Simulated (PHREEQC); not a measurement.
Consider water at 80 °C with 1.6 mmol/kgw HF, 110 mmol/kgw NH4F, 0.023 mmol/kgw H4SiO4 and 0.07 mmol/kgw H2SO4. Closed to the air; pH follows from the charge balance.

Equilibrium calculation in PHREEQC: ion-association model, phreeqc.dat.

**Question.** The ionic strength comes out as 0.110 mol/kgw. What activity coefficients do SiF6-2, NH4SO4-, F-, SO4-2, HF2- get?

**Answer.** SiF6-2 0.33, NH4SO4- 0.75, F- 0.73, SO4-2 0.32, HF2- 0.75.

This is a speciation only: nothing precipitates in the calculation. Complexes and solids missing from the database can't appear. At this temperature some constants are extrapolated from 25 °C, and those without enthalpy data are left unchanged. SiF6-2 is the database's only silicon fluoride.
